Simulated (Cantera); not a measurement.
A perfectly stirred reactor is fed with CH4 : O2 : N2 = 1 : 1.67 : 6.27 (molar parts), at 1.38 atm; it is adiabatic with a 550 K inlet, and is followed from long to short residence time, starting on the burning branch (τ in s: 0.24, 0.099, 0.041, 0.017, 0.0069, 0.0028, 0.0012, 0.00048, 0.0002, 8.2e-05, 3.4e-05).

Detailed kinetics in Cantera: GRI-Mech 3.0 (53 species, 325 reactions).

Question: Predict: blow-out, bracketed by the residence times tried; x(CH4) at τ = 0.240 s; x(O2) at τ = 0.240 s; x(CO2) at τ = 0.240 s; x(CH4) at τ = 2.80 ms; x(O2) at τ = 2.80 ms; x(CO2) at τ = 2.80 ms; x(C2H) at τ = 2.80 ms.

Answer: 
```
Item                                                                          Result
------------------------------------------------  ----------------------------------
blow-out, bracketed by the residence times tried  burning at 82.0 µs, out at 34.0 µs
x(CH4) at τ = 0.240 s                                                        3.06e-6
x(O2) at τ = 0.240 s                                                        0.000248
x(CO2) at τ = 0.240 s                                                         0.0610
x(CH4) at τ = 2.80 ms                                                        5.12e-5
x(O2) at τ = 2.80 ms                                                         0.00215
x(CO2) at τ = 2.80 ms                                                         0.0587
x(C2H) at τ = 2.80 ms                                                        1.81e-9
```
